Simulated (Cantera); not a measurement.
Input: 1 mol SiCl4, 1.4 mol Cl2, 4.8 mol H2, held at 948.15 K and 0.220 bar.

Method: chemical equilibrium by Gibbs-energy minimisation in Cantera with the NASA 1993 tables (ideal gas, pure condensed phases). Candidate condensed phases: Si; 19 gas species. The tables' values for SiCl3 are old estimates; treat these amounts as uncertain. The numbers say what is thermodynamically allowed, not how fast it happens.

Base state: H2 0.471, HCl 0.390, SiCl4 0.138, SiHCl3 0.000754, SiCl3 2.01e-5 (mole fractions); condensed: gas only.

### Question
What changes in the equilibrium state with this change: Cl2 from 1.4 to 2.2 mol?

### Answer
```csv
species,before,after
HCl,0.390,0.550
H2,0.471,0.325
SiCl4,0.138,0.125
SiHCl3,0.000754,0.000332
SiCl3,2.01e-5,1.07e-5
```
